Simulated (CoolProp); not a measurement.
A Linde-Hampson liquefier for oxygen: isothermal reversible compression at 250 K from 1 atm to 5 MPa, throttling to 1 atm, return gas leaving the recuperator 2 K below the feed. Each further row changes one setting.

The numbers come from the reference Helmholtz-energy equation of state, Schmidt 1985 in CoolProp.

| case | liquid yield per pass | compression work (kJ/kg of gas) |
|---|---|---|
| as stated | (withheld) | 249 |
| high pressure 10 MPa | (withheld) | (withheld) |
| warm-end temperature 280 K | 0.030 | (withheld) |
| warm-end gap 7 K | 0.030 | 249 |

Fill in the missing entries.


- as stated, liquid yield per pass: 0.043
- high pressure 10 MPa, liquid yield per pass: 0.091
- high pressure 10 MPa, compression work (kJ/kg of gas): 290
- warm-end temperature 280 K, compression work (kJ/kg of gas): 281
